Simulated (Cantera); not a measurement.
A closed system holds: 1 mol Si, 0.074 mol H2O, 47 mol N2, equilibrated at 1675 K and 0.0100 bar.

Method: chemical equilibrium by Gibbs-energy minimisation in Cantera with the NASA 1993 tables (ideal gas, pure condensed phases). Candidate condensed phases: H2O, Si, SiO2, Si2N2O, Si3N4; 35 gas species. The numbers say what is thermodynamically allowed, not how fast it happens.

Base state: N2 0.997, SiO 0.00159, H2 0.00157, H 4.60e-5 (mole fractions); condensed: Si3N4(s).

What changes in the equilibrium state with this change: temperature from 1675 K to 1500 K?


```
species          before    after
--------------  -------  -------
N2                0.997    0.998
H2              0.00157  0.00159
SiO             0.00159  1.45e-5
H               4.60e-5  7.02e-6
Si3N4(s), mol     0.308    0.284
Si2N2O(s), mol        0   0.0733
```
Mutual solubility and eutectic melting of coexisting phases are not modelled.
